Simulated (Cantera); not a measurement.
Charge: 1 mol SrCl₂, 370 mol H₂, equilibrated at 623.15 K and 0.840 bar.

Method: chemical equilibrium by Gibbs-energy minimisation in Cantera with the NASA 1993 tables (ideal gas, pure condensed phases). Candidate condensed phases: Sr, SrCl₂; 8 gas species. The numbers say what is thermodynamically allowed, not how fast it happens.

Base state: H₂ 1.00 (mole fractions); condensed: SrCl₂(s).

Q: What changes in the equilibrium state with this change: SrCl₂ replaced by FeCl₂?

A: 
```csv
species,before,after
H₂,1.00,0.998
HCl,<1e-9,0.00201
"SrCl₂(s), mol",1.00,0
"Fe(α), mol",0,0.373
"FeCl₂(s), mol",0,0.627
```
Further candidate phases: Fe, FeCl₂, FeCl₃.

Q: What changes in the equilibrium state with this change: SrCl₂ replaced by NaCl?

A: 
```csv
species,before,after
H₂,1.00,1.00
"SrCl₂(s), mol",1.00,0
"NaCl(s), mol",0,1.00
```
Further candidate phases: Na, NaCl.
